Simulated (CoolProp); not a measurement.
Fluorine at several states: density (kg/m³) from the reference equation and from simpler models built on Tc = -128.7 °C, pc = 5.240 MPa, ω = 0.045; each cubic takes its own stable root.

Computed with CoolProp (reference Helmholtz-energy equation of state, de Reuck 1990).

| T (°C) | p (MPa) | phase | reference |
|---|---|---|---|
| -106.95 | 0.185 | gas | 5.125 |
| -198.05 | 20 | liquid | 1606 |
| -42.25 | 0.609 | gas | 12.15 |
| -202.85 | 0.114 | liquid | 1601 |
| 24.35 | 0.104 | gas | 1.598 |

**Question.** How far does each simpler model (van der Waals, Soave-Redlich-Kwong) lie from the reference over these 5 states: mean and median of the absolute difference, and the worst?

**Answer.** 
- van der Waals: mean 26.0 %, median 0.2 %, worst -99.5 % at -202.85 °C and 0.114 MPa
- Soave-Redlich-Kwong: mean 0.3 %, median 0.0 %, worst +0.9 % at -198.05 °C and 20 MPa

At some of these states van der Waals gives the other phase, because its saturation line lies elsewhere.
